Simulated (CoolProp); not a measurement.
Toluene along the isobar 2.24 MPa: Z from the reference equation and from simpler models built on Tc = 591.7 K, pc = 4.126 MPa, ω = 0.266; each cubic takes its own stable root.

The numbers come from the reference Helmholtz-energy equation of state, Lemmon 2006 in CoolProp. It is a short technical equation, of lower accuracy than the large ones.

```tsv
T (K)	phase	reference
528.2	liquid	0.07907
534.2	liquid	0.07986
540.1	liquid	0.08087
546	gas	0.6439
551.9	gas	0.6668
557.9	gas	0.6869
563.8	gas	0.7043
569.7	gas	0.7198
575.6	gas	0.7339
581.6	gas	0.7469
587.5	gas	0.7586
593.4	gas	0.7694
599.3	gas	0.7795
605.3	gas	0.7889
611.2	gas	0.7976
```

Task: How far does each simpler model (Soave-Redlich-Kwong, Peng-Robinson) lie from the reference over these 15 states: mean and median of the absolute difference, and the worst?

Result: 
- Soave-Redlich-Kwong: mean 6.6 %, median 3.3 %, worst +20.9 % at 540.1 K and 2.24 MPa
- Peng-Robinson: mean 1.8 %, median 0.6 %, worst +6.8 % at 540.1 K and 2.24 MPa
